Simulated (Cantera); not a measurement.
Input: 1 mol Cu2O, 13 mol H2, 16 mol N2, at 727 °C and 285 Torr.

Method: chemical equilibrium by Gibbs-energy minimisation in Cantera with the NASA 1993 tables (ideal gas, pure condensed phases). Candidate condensed phases: Cu, CuO, Cu(OH)2, Cu2O, H2O; 27 gas species. Equilibrium is a limit: real reactors are often held back by kinetics, nucleation or transport.

Base state: N2 0.552, H2 0.414, H2O 0.0345, NH3 4.37e-5 (mole fractions); condensed: Cu(s).

### Question
What changes in the equilibrium state with this change: Cu2O replaced by Fe3O4?

### Answer
```json
[
 {"species": "N2", "before": "0.552", "after": "0.552"},
 {"species": "H2", "before": "0.414", "after": "0.380"},
 {"species": "H2O", "before": "0.0345", "after": "0.0680"},
 {"species": "NH3", "before": "4.37e-5", "after": "3.85e-5"},
 {"species": "Cu(s), mol", "before": "2.00", "after": "0"},
 {"species": "Fe(α), mol", "before": "0", "after": "0.971"},
 {"species": "FeO(s), mol", "before": "0", "after": "2.03"}
]
```
The tables' stoichiometric FeO is somewhat more stable than real wüstite, so its field is too wide. FeO: taken at fixed stoichiometry. Further candidate phases: Fe, FeO, Fe(OH)2, Fe(OH)3, Fe2O3, Fe3O4.
